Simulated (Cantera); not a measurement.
A freely propagating, adiabatic, planar premixed flame of H₂ : O₂ : N₂ = 1 : 0.333 : 1.2 (molar parts), equivalence ratio 1.5, unburnt at 648 K and 285 Torr; mixture-averaged transport, grid criteria slope 0.08 and curve 0.16, no radiation.

Computed with Cantera and the H2/O2 subset of GRI-Mech 3.0, which has no nitrogen chemistry. Burning velocities carry a grid error of a few per cent, more on coarse grids.

What does this change do: N2 1.2 to 0.94 parts?


| quantity | before | after |
|---|---|---|
| laminar burning velocity | 939 cm/s | 1090 cm/s |
| thermal thickness | 1.63 mm | 1.52 mm |
| peak x(OH) | 0.0133 | 0.0177 |
| peak x(HO₂) | 0.000103 | 0.000116 |
| peak x(O) | 0.00934 | 0.0114 |
